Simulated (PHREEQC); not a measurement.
Make-up at 20 °C: 1.5 mmol/kgw NH4Br. Closed to the air; pH follows from the charge balance.

The numbers come from PHREEQC with the ion-association model, phreeqc.dat.

```json
{
  "pH": "6.13",
  "ionic_strength": "0.00150 mol/kgw",
  "specific_conductance": "194 µS/cm"
}
```

```csv
species,molality,activity,log γ
Br-,0.00150,0.00144,-0.019
NH4+,0.00150,0.00144,-0.019
H+,7.76e-7,7.45e-7,-0.018
NH3,7.66e-7,7.66e-7,0.000
OH-,9.59e-9,9.19e-9,-0.019
```

This is a speciation only: nothing precipitates in the calculation. Complexes and solids missing from the database can't appear.
